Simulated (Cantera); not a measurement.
Charge: 1 mol CH₃SiCl₃, 0.27 mol CH₄, 660 mol H₂, 0.55 mol C₃H₈, at 95000 Pa.

Method: chemical equilibrium by Gibbs-energy minimisation in Cantera with the NASA 1993 tables (ideal gas, pure condensed phases). Candidate condensed phases: C, C₆H₆, C₇H₈, C₈H₁₈, Si, SiC; 109 gas species. The feed counts by its element totals alone. Gases not in the tables: Si₂H₆ and higher silanes. Kinetics and transport are ignored.

x: gas mole fraction; n: condensed amount in mol.

```tsv
T (K)	x H₂	x HCl	x H	x CH₄	x C₂H₂ (acetylene)	x CH₃	n SiC(s)	n C(graphite)
1450	0.993	0.00452	9.67e-6	0.00288	4.20e-6	5.65e-7	1.000	0
1500	0.993	0.00452	1.80e-5	0.00241	8.96e-6	8.84e-7	1.000	0.306
1550	0.994	0.00451	3.22e-5	0.00191	1.59e-5	1.26e-6	1.000	0.628
1600	0.994	0.00451	5.56e-5	0.00153	2.73e-5	1.74e-6	0.999	0.861
1650	0.994	0.00451	___	___	___	___	0.999	___
1700	0.994	0.00451	0.000151	0.00103	7.30e-5	3.17e-6	0.999	1.13
1750	0.994	0.00451	0.000238	0.000858	0.000114	4.16e-6	0.999	1.19
1800	0.994	0.00450	0.000366	0.000723	0.000174	5.38e-6	0.998	1.20
1850	0.994	0.00450	0.000551	0.000615	0.000260	6.86e-6	0.998	1.16
1900	0.994	0.00450	0.000812	0.000527	0.000379	8.63e-6	0.996	1.06
1950	0.993	0.00450	0.00117	0.000456	0.000543	1.07e-5	0.994	0.885
2000	0.993	0.00449	0.00166	0.000397	0.000763	1.32e-5	0.991	0.632
2050	0.992	0.00449	___	___	___	___	0.985	___
2100	0.991	0.00448	0.00318	0.000293	0.00130	1.83e-5	0.974	0
```

Problem. What belongs in the gaps?

Solution. 
- 2050, x H: 0.00232
- 2050, x CH₄: 0.000348
- 2050, x C₂H₂ (acetylene): 0.00105
- 2050, x CH₃: 1.60e-5
- 2050, n C(graphite): 0.279
- 1650, x H: 9.29e-5
- 1650, x CH₄: 0.00125
- 1650, x C₂H₂ (acetylene): 4.53e-5
- 1650, x CH₃: 2.37e-6
- 1650, n C(graphite): 1.03
